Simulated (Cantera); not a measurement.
A closed system holds: 1 mol CH₂F₂, 0.056 mol Si, 0.1 mol H₂, held at 1.20e-5 bar.

Equilibrium computed with Cantera from the NASA thermochemical tables; the gas is ideal and each condensed phase is pure. Candidate condensed phases: C, C₆H₆, C₇H₈, C₈H₁₈, Si, SiC; 113 gas species. The tables' values for SiF₃, SiF₂ are old estimates; treat these amounts as uncertain. Equilibrium is a limit: real reactors are often held back by kinetics, nucleation or transport. All values below are at 1277 °C.

Base state: HF 0.869, H₂ 0.101, SiF₄ 0.0256, H 0.00289, SiF₃ 0.00167, SiF₂ 5.67e-5 (mole fractions); condensed: C(graphite).

What changes in the equilibrium state with this change: Si from 0.056 to 0.1 mol?


```tsv
species	before	after
HF	0.869	0.801
H₂	0.101	0.146
SiF₄	0.0256	0.0458
SiF₂	5.67e-5	0.000171
SiF₃	0.00167	0.00387
C(graphite), mol	1.000	1.000
```
